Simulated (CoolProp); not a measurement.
Vapour-liquid equilibrium of propylene (1) + R142b (2) at 270.5 K; x and y are mole fractions of (1).

Model: multi-fluid Helmholtz-energy mixture model, Lemmon 2013 and Lemmon 2006; pair parameters Bell 2016, in CoolProp.

| x | bubble pressure (MPa) | y at the bubble point | dew pressure at overall composition x (MPa) | liquid density (mol/L) |
|---|---|---|---|---|
| 0.05 | 0.1547 | 0.189 | 0.1364 | 11.78 |
| 0.125 | 0.1907 | 0.386 | 0.1457 | 11.88 |
| 0.2 | 0.2263 | 0.520 | 0.1563 | 11.97 |
| 0.275 | 0.2608 | 0.616 | 0.1686 | 12.06 |
| 0.35 | 0.2939 | 0.688 | 0.1830 | 12.16 |
| 0.425 | 0.3255 | 0.745 | 0.1999 | 12.25 |
| 0.5 | 0.3557 | 0.791 | 0.2203 | 12.35 |
| 0.575 | 0.3846 | 0.830 | 0.2450 | 12.44 |
| 0.65 | 0.4124 | 0.864 | 0.2755 | 12.55 |
| 0.725 | 0.4396 | 0.895 | 0.3137 | 12.65 |
| 0.8 | 0.4664 | 0.924 | 0.3619 | 12.76 |
| 0.875 | 0.4932 | 0.952 | 0.4217 | 12.87 |
| 0.95 | 0.5206 | 0.981 | 0.4910 | 12.99 |

No azeotrope shows between x = 0.05 and 0.95.

The pair parameters rest on a limited set of measurements; away from them the model extrapolates.
